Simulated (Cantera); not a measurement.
Charge: 1 mol Si, 0.0072 mol H2O, 2.5 mol H2, 0.54 mol CO2, at 1275 K and 9.90e-6 bar.

These are equilibrium values from Cantera (NASA tables, ideal gas, pure condensed phases), not measurements of a reactor. Candidate condensed phases: C, C6H6, C7H8, C8H18, H2O, Si, SiC, SiO2; 123 gas species. Mutual solubility and eutectic melting of coexisting phases are not modelled. The tables hold silica as quartz up to 1696 K and as liquid above; real silica turns to tridymite and cristobalite and melts near 1996 K. Rates play no part.

Base state: H2 0.767, SiO 0.162, CO 0.0710, H 0.000205 (mole fractions); condensed: SiC(s) + SiO2(β-quartz).

Question: What changes in the equilibrium state with this change: Si replaced by Si3N4?

Answer: 
| species | before | after |
|---|---|---|
| H2 | 0.767 | 0.776 |
| N2 | 0 | 0.224 |
| H | 0.000205 | 0.000206 |
| SiO | 0.162 | 6.65e-5 |
| CO | 0.0710 | 1.24e-5 |
| SiC(s), mol | 0.308 | 0.540 |
| SiO2(β-quartz), mol | 0.163 | 0 |
| Si2N2O(s), mol | 0 | 1.09 |
| Si3N4(s), mol | 0 | 0.0953 |
Further candidate phases: Si2N2O, Si3N4.
